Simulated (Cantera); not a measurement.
An isothermal, constant-pressure homogeneous reactor starts with H2 : O2 : N2 = 0.48 : 1 : 0.086 (molar parts), at 1223 K and 2670 Pa.

Computed with Cantera and GRI-Mech 3.0 (53 species, 325 reactions). Radical loss at walls, strong at low pressure, is not modelled. The temperature is held fixed by assumption; the heat of reaction is taken as removed at once.

One state of this run: x H2 = 2.67e-5; x O2 = 0.573; x H2O = 0.362; x O = 7.84e-5; x H2O2 = 1.48e-7; x H = 3.78e-6; x HO2 = 9.64e-7. x: mole fraction; the columns are a selection and need not sum to one.

**Question.** Which value of t (s) does it belong to?
A. 40.0
B. 0.543
C. 0.0632
D. 0.000293

**Answer.** C, 0.0632
